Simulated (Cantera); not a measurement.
**Thermodynamics of fluorocarbon and chlorocarbon gases, feed CHF3 + Si**

Input: 1 mol CHF3, 0.013 mol Si.

Cantera equilibrium calculation (NASA polynomials, part measured and part estimated; ideal gas, pure solids and liquids). Candidate condensed phases: C, C6H6, C7H8, C8H18, Si, SiC; 113 gas species. The tables' values for SiF2, SiF3 are old estimates. The numbers say what is thermodynamically allowed, not how fast it happens.

Q: Map the stable condensed phases over T = 1725, 1825, 1925, 2025, 2125, 2225, 2325, 2425, 2525, 2625, 2725, 2825, 2925, 3025 K and P in Pa = 1, 4.2, 18, 75, 320, 1300, 5600, 24000, 100000.

A: 
```
T in K \ P in Pa
              1    4.2     18     75    320   1300   5600  24000 100000
   3025       A      A      A      A      A      B      B      B      B
   2925       A      A      A      A      B      B      B      B      B
   2825       A      A      A      B      B      B      B      B      B
   2725       A      A      B      B      B      B      B      B      B
   2625       A      A      B      B      B      B      B      B      B
   2525       B      B      B      B      B      B      B      B      B
   2425       B      B      B      B      B      B      B      B      B
   2325       B      B      B      B      B      B      B      B      B
   2225       B      B      B      B      B      B      B      B      B
   2125       B      B      B      B      B      B      B      B      B
   2025       B      B      B      B      B      B      B      B      B
   1925       B      B      B      B      B      B      B      B      B
   1825       B      B      B      B      B      B      B      B      B
   1725       B      B      B      B      B      B      B      B      B
```
A: gas only; B: C.
